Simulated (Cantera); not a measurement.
Charge: 1 mol CsCl, 0.14 mol O2, 420 mol N2, 3.6 mol H2O, equilibrated at 2073 K and 5400 Pa.

Method: chemical equilibrium by Gibbs-energy minimisation in Cantera with the NASA 1993 tables (ideal gas, pure condensed phases). Candidate condensed phases: Cs, CsCl, CsOH, H2O, NH4Cl; 37 gas species. Equilibrium is a limit: real reactors are often held back by kinetics, nucleation or transport.

Base state: N2 0.988, H2O 0.00726, CsCl 0.00204, H2 0.000732, NO 0.000476, O2 0.000440, OH 0.000345, H 0.000306 (mole fractions); condensed: gas only.

Question: What changes in the equilibrium state with this change: pressure from 5400 Pa to 18.0 Pa?

Answer: 
```json
[
 {"species": "N2", "before": "0.988", "after": "0.978"},
 {"species": "H", "before": "0.000306", "after": "0.00835"},
 {"species": "O", "before": "0.000104", "after": "0.00304"},
 {"species": "H2O", "before": "0.00726", "after": "0.00176"},
 {"species": "Cs", "before": "0.000252", "after": "0.00160"},
 {"species": "CsOH", "before": "6.20e-5", "after": "3.50e-6"},
 {"species": "Cl", "before": "7.42e-5", "after": "0.00124"},
 {"species": "O2", "before": "0.000440", "after": "0.00126"},
 {"species": "CsCl", "before": "0.00204", "after": "0.000723"}
]
```
